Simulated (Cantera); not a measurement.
Feed: 1 mol Fe2O3, 0.82 mol O2, 6.3 mol H2O, 0.24 mol H2S, at 0.0260 bar.

Equilibrium computed with Cantera from the NASA thermochemical tables; the gas is ideal and each condensed phase is pure. Candidate condensed phases: Fe, FeO, Fe(OH)2, Fe(OH)3, FeS, FeSO4, FeS2, Fe2O3, Fe2(SO4)3, Fe3O4, H2O, H2SO4, S; 22 gas species. The numbers say what is thermodynamically allowed, not how fast it happens.

x: gas mole fraction; n: condensed amount in mol.

```
T (K)  x H2O    x O2    x SO2     x SO3      x OH    x H2  n Fe2O3(s)  n Fe2(SO4)3(s)  n Fe3O4(s)
-----  -----  ------  -------  --------  --------  ------  ----------  --------------  ----------
698    0.950  0.0494  6.84e-5  0.000737  1.33e-10  <1e-12       0.922          0.0781           0
848    0.909  0.0578   0.0211    0.0122   1.89e-8       …        1.00               0           0
998    0.904  0.0625   0.0309   0.00230   6.11e-7       …        1.00               0           0
1148   0.904  0.0633   0.0326  0.000528   7.93e-6       …        1.00               0           0
1298   0.903  0.0634   0.0330  0.000166   5.69e-5       …        1.00               0           0
1448   0.903  0.0634   0.0331   6.61e-5  0.000272       …       1.000               0           0
1598   0.882  0.0844   0.0324   3.54e-5   0.00103       …           0               0       0.667
1748   0.880  0.0840   0.0323   1.92e-5   0.00293       …           0               0       0.667
```

Complete the blanks.


- 848, x H2: 9.91e-12
- 998, x H2: 1.85e-9
- 1148, x H2: 9.15e-8
- 1298, x H2: 1.86e-6
- 1448, x H2: 2.05e-5
- 1598, x H2: 0.000122
- 1748, x H2: 0.000616
